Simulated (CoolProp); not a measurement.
Propylene along the isobar 40.2 bar: Z from the reference equation and from simpler models built on Tc = 364.2 K, pc = 45.55 bar, ω = 0.146; each cubic takes its own stable root.

Computed with CoolProp (reference Helmholtz-energy equation of state, Lemmon 2013).

```
T (K)   phase  reference
-----  ------  ---------
97     liquid     0.2764
123    liquid     0.2267
149    liquid     0.1948
175.1  liquid     0.1729
201.1  liquid     0.1574
227.1  liquid     0.1463
253.1  liquid     0.1386
279.1  liquid     0.1338
```

Q: How far does each simpler model (van der Waals, Redlich-Kwong, Soave-Redlich-Kwong, Peng-Robinson) lie from the reference over these 8 states: mean and median of the absolute difference, and the worst?

A: 
- van der Waals: mean 58.4 %, median 57.9 %, worst +63.4 % at 97 K and 40.2 bar
- Redlich-Kwong: mean 8.3 %, median 8.0 %, worst +10.1 % at 97 K and 40.2 bar
- Soave-Redlich-Kwong: mean 7.5 %, median 7.1 %, worst +10.6 % at 97 K and 40.2 bar
- Peng-Robinson: mean 4.4 %, median 5.0 %, worst -5.9 % at 227.1 K and 40.2 bar
